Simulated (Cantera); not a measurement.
Charge: 1 mol Ti(OiPr)4, a varied amount of H2O, at 0.830 bar.

Points: T (K) = 1423, 1473, 1523, 1573, 1623, 1673, 1723, 1773, 1823, 1873, 1923, 1973, 2023, 2073; n(H2O) (mol) = 1.9, 2.4, 3.1, 4, 5.1, 6.6, 8.5, 11, 14, 18.

Cantera's Mixture.equilibrate('TP', solver="vcs", rtol=1e-11, max_steps=5000) on the NASA tables stopped like this:

```
*******************************************************************************
CanteraError thrown by VCS_SOLVE::solve_tp_inner:
vcs_solve_TP: ERROR on step change wt[14:Ti(b)]: -2.7755575615628914e-17 < 0.0
*******************************************************************************
```

Task: What got this run through?

Result: One answer among several that fit: The failure is numerical, not chemical. The same input converged with solver="gibbs", rtol=1e-10, max_steps=50000, and the result passed a check of the equilibrium conditions:
```
   1423        1.9  C(gr) + Ti3O5(b)
   1423        2.4  C(gr) + Ti3O5(b)
   1423        3.1  C(gr) + Ti3O5(b)
   1423          4  C(gr) + Ti3O5(b)
   1423        5.1  C(gr) + Ti3O5(b)
   1423        6.6  C(gr) + Ti3O5(b)
   1423        8.5  C(gr) + Ti3O5(b)
   1423         11  TiO2(ru)
   1423         14  TiO2(ru)
   1423         18  TiO2(ru)
   1473        1.9  C(gr) + TiC(s) + Ti3O5(b)
   1473        2.4  C(gr) + Ti3O5(b)
   1473        3.1  C(gr) + Ti3O5(b)
   1473          4  C(gr) + Ti3O5(b)
   1473        5.1  C(gr) + Ti3O5(b)
   1473        6.6  C(gr) + Ti3O5(b)
   1473        8.5  C(gr) + Ti3O5(b)
   1473         11  TiO2(ru)
   1473         14  TiO2(ru)
   1473         18  TiO2(ru)
   1523        1.9  C(gr) + TiC(s)
   1523        2.4  C(gr) + TiC(s)
   1523        3.1  C(gr) + TiC(s)
   1523          4  C(gr) + TiC(s)
   1523        5.1  C(gr) + TiC(s)
   1523        6.6  C(gr) + TiC(s)
   1523        8.5  TiC(s) + Ti3O5(b)
   1523         11  TiO2(ru)
   1523         14  TiO2(ru)
   1523         18  TiO2(ru)
   1573        1.9  C(gr) + TiC(s)
   1573        2.4  C(gr) + TiC(s)
   1573        3.1  C(gr) + TiC(s)
   1573          4  C(gr) + TiC(s)
   1573        5.1  C(gr) + TiC(s)
   1573        6.6  C(gr) + TiC(s)
   1573        8.5  TiC(s) + Ti2O3(b)
   1573         11  TiO2(ru)
   1573         14  TiO2(ru)
   1573         18  TiO2(ru)
   1623        1.9  C(gr) + TiC(s)
   1623        2.4  C(gr) + TiC(s)
   1623        3.1  C(gr) + TiC(s)
   1623          4  C(gr) + TiC(s)
   1623        5.1  C(gr) + TiC(s)
   1623        6.6  C(gr) + TiC(s)
   1623        8.5  TiC(s) + Ti2O3(b)
   1623         11  TiO2(ru) + Ti4O7(s)
   1623         14  TiO2(ru)
   1623         18  TiO2(ru)
   1673        1.9  C(gr) + TiC(s)
   1673        2.4  C(gr) + TiC(s)
   1673        3.1  C(gr) + TiC(s)
   1673          4  C(gr) + TiC(s)
   1673        5.1  C(gr) + TiC(s)
   1673        6.6  C(gr) + TiC(s)
   1673        8.5  TiC(s) + Ti2O3(b)
   1673         11  Ti4O7(s)
   1673         14  TiO2(ru)
   1673         18  TiO2(ru)
   1723        1.9  C(gr) + TiC(s)
   1723        2.4  C(gr) + TiC(s)
   1723        3.1  C(gr) + TiC(s)
   1723          4  C(gr) + TiC(s)
   1723        5.1  C(gr) + TiC(s)
   1723        6.6  C(gr) + TiC(s)
   1723        8.5  TiC(s) + Ti2O3(b)
   1723         11  Ti4O7(s)
   1723         14  TiO2(ru)
   1723         18  TiO2(ru)
   1773        1.9  C(gr) + TiC(s)
   1773        2.4  C(gr) + TiC(s)
   1773        3.1  C(gr) + TiC(s)
   1773          4  C(gr) + TiC(s)
   1773        5.1  C(gr) + TiC(s)
   1773        6.6  C(gr) + TiC(s)
   1773        8.5  TiC(s) + Ti2O3(b)
   1773         11  Ti4O7(s)
   1773         14  TiO2(ru)
   1773         18  TiO2(ru)
   1823        1.9  C(gr) + TiC(s)
   1823        2.4  C(gr) + TiC(s)
   1823        3.1  C(gr) + TiC(s)
   1823          4  C(gr) + TiC(s)
   1823        5.1  C(gr) + TiC(s)
   1823        6.6  C(gr) + TiC(s)
   1823        8.5  TiC(s) + Ti2O3(b)
   1823         11  Ti3O5(b) + Ti4O7(s)
   1823         14  TiO2(ru)
   1823         18  TiO2(ru)
   1873        1.9  C(gr) + TiC(s)
   1873        2.4  C(gr) + TiC(s)
   1873        3.1  C(gr) + TiC(s)
   1873          4  C(gr) + TiC(s)
   1873        5.1  C(gr) + TiC(s)
   1873        6.6  C(gr) + TiC(s)
   1873        8.5  TiC(s) + Ti2O3(b)
   1873         11  Ti3O5(b)
   1873         14  TiO2(ru) + Ti4O7(s)
   1873         18  TiO2(ru)
   1923        1.9  C(gr) + TiC(s)
   1923        2.4  C(gr) + TiC(s)
   1923        3.1  C(gr) + TiC(s)
   1923          4  C(gr) + TiC(s)
   1923        5.1  C(gr) + TiC(s)
   1923        6.6  C(gr) + TiC(s)
   1923        8.5  TiC(s) + Ti2O3(b)
   1923         11  Ti3O5(b)
   1923         14  Ti4O7(s)
   1923         18  TiO2(ru)
   1973        1.9  C(gr) + TiC(s)
   1973        2.4  C(gr) + TiC(s)
   1973        3.1  C(gr) + TiC(s)
   1973          4  C(gr) + TiC(s)
   1973        5.1  C(gr) + TiC(s)
   1973        6.6  C(gr) + TiC(s)
   1973        8.5  TiC(s) + Ti2O3(b)
   1973         11  Ti3O5(b)
   1973         14  Ti4O7(L)
   1973         18  TiO2(ru)
   2023        1.9  C(gr) + TiC(s)
   2023        2.4  C(gr) + TiC(s)
   2023        3.1  C(gr) + TiC(s)
   2023          4  C(gr) + TiC(s)
   2023        5.1  C(gr) + TiC(s)
   2023        6.6  C(gr) + TiC(s)
   2023        8.5  TiC(s) + Ti2O3(b)
   2023         11  Ti4O7(L)
   2023         14  Ti4O7(L)
   2023         18  Ti4O7(L)
   2073        1.9  C(gr) + TiC(s)
   2073        2.4  C(gr) + TiC(s)
   2073        3.1  C(gr) + TiC(s)
   2073          4  C(gr) + TiC(s)
   2073        5.1  C(gr) + TiC(s)
   2073        6.6  C(gr) + TiC(s)
   2073        8.5  TiC(s) + Ti2O3(b)
   2073         11  Ti4O7(L)
   2073         14  Ti4O7(L)
   2073         18  Ti4O7(L)
```

The gas is ideal and each condensed phase is pure. The feed counts by its element totals alone. Mutual solubility and eutectic melting of coexisting phases are not modelled. TiC: taken at fixed stoichiometry. Condensed phases not in the tables: Magnéli phases beyond Ti4O7. Gases not in the tables: TiO(OH)2.
